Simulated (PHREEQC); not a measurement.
# Leach liquor: an equilibrium model

Solution (25 °C): 0.014 mol H2SO4, 0.00025 mol MnSO4 and 0.00041 mol MgSO4 per kg of water. Closed to the air; pH follows from the charge balance.

The numbers come from PHREEQC with the Pitzer model, pitzer.dat.

Each row changes one thing in this solution. No solid was allowed to form.

```json
[
 {"case": "as made", "pH": "1.75", "ionic strength (mol/kgw)": "0.0304", "SO4-2 (mol/kgw)": "0.00754", "HSO4- (mol/kgw)": "0.00712", "SI of Epsomite (MgSO4:7H2O)": "-4.33", "SI of Hexahydrite (MgSO4:6H2O)": "-4.61"},
 {"case": "0.0013 mol/kgw Na2SO4 added", "pH": "1.77", "ionic strength (mol/kgw)": "0.0334", "SO4-2 (mol/kgw)": "0.00839", "HSO4- (mol/kgw)": "0.00757", "SI of Epsomite (MgSO4:7H2O)": "-4.31", "SI of Hexahydrite (MgSO4:6H2O)": "-4.59"},
 {"case": "diluted 5-fold with water", "pH": "2.35", "ionic strength (mol/kgw)": "0.00752", "SO4-2 (mol/kgw)": "0.00223", "HSO4- (mol/kgw)": "(withheld)", "SI of Epsomite (MgSO4:7H2O)": "-5.25", "SI of Hexahydrite (MgSO4:6H2O)": "-5.53"},
 {"case": "MnSO4 from 0.00025 to 2.5e-05 mol/kgw", "pH": "1.75", "ionic strength (mol/kgw)": "0.0296", "SO4-2 (mol/kgw)": "0.00737", "HSO4- (mol/kgw)": "0.00706", "SI of Epsomite (MgSO4:7H2O)": "-4.34", "SI of Hexahydrite (MgSO4:6H2O)": "-4.62"},
 {"case": "H2SO4 from 0.014 to 0.021 mol/kgw", "pH": "(withheld)", "ionic strength (mol/kgw)": "0.0419", "SO4-2 (mol/kgw)": "0.00978", "HSO4- (mol/kgw)": "0.0119", "SI of Epsomite (MgSO4:7H2O)": "-4.31", "SI of Hexahydrite (MgSO4:6H2O)": "-4.59"},
 {"case": "temperature from 25 to 50 °C", "pH": "1.80", "ionic strength (mol/kgw)": "0.0259", "SO4-2 (mol/kgw)": "0.00531", "HSO4- (mol/kgw)": "0.00935", "SI of Epsomite (MgSO4:7H2O)": "-4.63", "SI of Hexahydrite (MgSO4:6H2O)": "-4.68"},
 {"case": "MnSO4 left out", "pH": "1.75", "ionic strength (mol/kgw)": "0.0295", "SO4-2 (mol/kgw)": "0.00735", "HSO4- (mol/kgw)": "0.00706", "SI of Epsomite (MgSO4:7H2O)": "-4.34", "SI of Hexahydrite (MgSO4:6H2O)": "-4.62"}
]
```

Q: Some entries are withheld; supply them.

A: 
- diluted 5-fold with water, HSO4- (mol/kgw): 0.000705
- H2SO4 from 0.014 to 0.021 mol/kgw, pH: 1.60

At this temperature some constants are extrapolated from 25 °C, and those without enthalpy data are left unchanged.
